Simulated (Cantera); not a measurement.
An isothermal, constant-pressure homogeneous reactor starts with 0.515 % H₂, 17.2 % O₂, 82.3 % N₂, equivalence ratio 0.015, at 975 K and 0.0336 atm.

Model: GRI-Mech 3.0 (53 species, 325 reactions), integrated in Cantera. Radical loss at walls, strong at low pressure, is not modelled.

One state of this run: x H₂ = 5.51e-8; x O₂ = 0.169; x O = 9.34e-7; x NO₂ = 1.57e-10; x H₂O = 0.00516. x: mole fraction; the columns are a selection and need not sum to one.

Problem. Which value of t (s) does it belong to?
(A) 0.683
(B) 0.0795
(C) 0.00108
(D) 2.00

Solution. D, 2.00
